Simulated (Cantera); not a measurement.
## MgO + SO2 + CO2 (roasting and sulfation)

A closed system holds: 1 mol MgO, 0.13 mol SO2, 0.36 mol CO2, equilibrated at 910000 Pa.

Cantera equilibrium calculation (NASA polynomials, part measured and part estimated; ideal gas, pure solids and liquids). Candidate condensed phases: C, Mg, MgCO3, MgO, MgS, MgSO4, S; 26 gas species. Gases not in the tables: S3 to S7. Kinetics and transport are ignored.

```
T (K)  x CO2  x SO2      x S2     x S2O     x COS      x CO     x SO3      x O2  n MgO(s)  n MgSO4(s)
-----  -----  -----  --------  --------  --------  --------  --------  --------  --------  ----------
900    0.755  0.239   0.00459  0.000919  0.000365  0.000124   1.35e-8    <1e-12     0.989      0.0106
950    0.735  0.265   3.40e-5   2.38e-5   9.22e-6   6.89e-5   9.63e-8    <1e-12     1.000    0.000149
1000   0.735  0.265   2.46e-7   5.75e-7   2.45e-7   3.83e-5   5.60e-7    <1e-12     1.000     2.04e-5
1050   0.735  0.265   2.91e-9   2.02e-8   9.42e-9   2.26e-5   2.74e-6  1.09e-11     1.000           0
1100   0.735  0.265  5.33e-11  9.87e-10  4.98e-10   1.41e-5   1.15e-5  5.32e-10     1.000           0
1150   0.735  0.265  2.90e-11  6.14e-10  3.34e-10   1.96e-5   1.99e-5   4.02e-9      1.00           0
1200   0.735  0.265  2.50e-11  5.39e-10  3.14e-10   2.93e-5   2.98e-5   2.10e-8      1.00           0
1250   0.735  0.265  2.19e-11  4.81e-10  2.98e-10   4.25e-5   4.31e-5   9.55e-8      1.00           0
1300   0.735  0.265  1.96e-11  4.37e-10  2.87e-10   6.01e-5   6.05e-5   3.84e-7      1.00           0
1350   0.735  0.265  1.82e-11  4.08e-10  2.84e-10   8.33e-5   8.23e-5   1.37e-6      1.00           0
1400   0.735  0.265  1.80e-11  3.99e-10  2.92e-10  0.000114  0.000108   4.37e-6      1.00           0
1450   0.735  0.265  1.95e-11  4.20e-10  3.22e-10  0.000157  0.000136   1.22e-5      1.00           0
```
x: gas mole fraction; n: condensed amount in mol.

From 900 K to 1000 K the condensed part is MgO(s) + MgSO4(s). From 1050 K to 1450 K the condensed part is MgO(s).
